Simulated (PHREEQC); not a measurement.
Buffer: speciation

Make-up at 75 °C: 0.14 mol HF, 0.043 mol K2HPO4 and 0.27 mol KCl per kg of water. Closed to the air; pH follows from the charge balance.

Model: ion-association model, phreeqc.dat, run in PHREEQC.

Each row changes one thing in this solution. Precipitation was switched off in this run.

```json
[
 {"case": "as made", "pH": "3.04", "ionic strength (mol/kgw)": "0.357", "HF (mol/kgw)": "0.0782", "H2PO4- (mol/kgw)": "0.0377", "F- (mol/kgw)": "0.0372", "HF2- (mol/kgw)": "0.0123", "SI of Sylvite (KCl)": "-2.51"},
 {"case": "HF from 0.14 to 0.154 mol/kgw", "pH": "2.98", "ionic strength (mol/kgw)": "0.357", "HF (mol/kgw)": "0.0897", "H2PO4- (mol/kgw)": "0.0369", "F- (mol/kgw)": "0.0366", "HF2- (mol/kgw)": "0.0139", "SI of Sylvite (KCl)": "-2.51"},
 {"case": "diluted 5-fold with water", "pH": "3.22", "ionic strength (mol/kgw)": "0.0719", "HF (mol/kgw)": "0.0171", "H2PO4- (mol/kgw)": "0.00772", "F- (mol/kgw)": "0.00950", "HF2- (mol/kgw)": "0.000704", "SI of Sylvite (KCl)": "-3.76"},
 {"case": "diluted 2-fold with water", "pH": "3.13", "ionic strength (mol/kgw)": "0.179", "HF (mol/kgw)": "0.0414", "H2PO4- (mol/kgw)": "0.0191", "F- (mol/kgw)": "0.0211", "HF2- (mol/kgw)": "0.00376", "SI of Sylvite (KCl)": "-3.04"},
 {"case": "HF from 0.14 to 0.28 mol/kgw", "pH": "2.59", "ionic strength (mol/kgw)": "0.359", "HF (mol/kgw)": "0.195", "H2PO4- (mol/kgw)": "0.0306", "F- (mol/kgw)": "0.0322", "HF2- (mol/kgw)": "0.0265", "SI of Sylvite (KCl)": "-2.51"},
 {"case": "temperature from 75 to 35 °C", "pH": "2.76", "ionic strength (mol/kgw)": "0.358", "HF (mol/kgw)": "0.0758", "H2PO4- (mol/kgw)": "0.0362", "F- (mol/kgw)": "0.0399", "HF2- (mol/kgw)": "0.0121", "SI of Sylvite (KCl)": "-2.32"}
]
```

Constants without temperature data keep their 25 °C values here.
